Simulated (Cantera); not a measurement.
An isothermal, constant-pressure homogeneous reactor starts with 27.0 % NH3, 73.0 % N2, at 1750 K and 0.0267 bar.

Computed with Cantera and the gas-phase N/H chemistry of the illustrative SiF4/NH3 mechanism in the Surface Chemkin manual (1991). Walls and surfaces, which speed up NH3 decomposition in real reactors, are not modelled.

x: mole fraction; the columns are a selection and need not sum to one.

```csv
t (s),x NH3,x H,x H2,x N2H4,x N,x N2
0.000400,0.270,3.53e-8,1.31e-6,<1e-12,<1e-12,0.730
0.000813,0.270,3.53e-8,2.70e-6,3.57e-12,<1e-12,0.730
0.00165,0.270,3.56e-8,5.54e-6,1.53e-11,1.09e-12,0.730
0.00336,0.270,3.67e-8,1.14e-5,6.41e-11,1.07e-11,0.730
0.00684,0.270,4.20e-8,2.45e-5,2.65e-10,7.01e-11,0.730
0.0139,0.270,6.73e-8,6.06e-5,?,2.58e-10,0.730
0.0283,0.270,1.89e-7,0.000215,?,1.06e-9,0.730
0.0575,0.269,6.87e-7,0.000992,?,4.80e-9,0.729
0.117,0.267,1.84e-6,0.00342,?,1.49e-8,0.729
0.238,0.263,3.92e-6,0.00855,?,3.66e-8,0.728
0.484,0.254,7.69e-6,0.0186,?,7.74e-8,0.727
0.984,0.238,1.44e-5,0.0373,?,1.34e-7,0.724
2.00,0.211,2.61e-5,0.0699,?,1.88e-7,0.719
```

Q: What belongs in the gaps?

A: 
- 0.0139, x N2H4: 1.09e-9
- 0.0283, x N2H4: 4.11e-9
- 0.0575, x N2H4: 1.01e-8
- 0.117, x N2H4: 1.17e-8
- 0.238, x N2H4: 1.05e-8
- 0.484, x N2H4: 8.84e-9
- 0.984, x N2H4: 7.04e-9
- 2.00, x N2H4: 5.25e-9
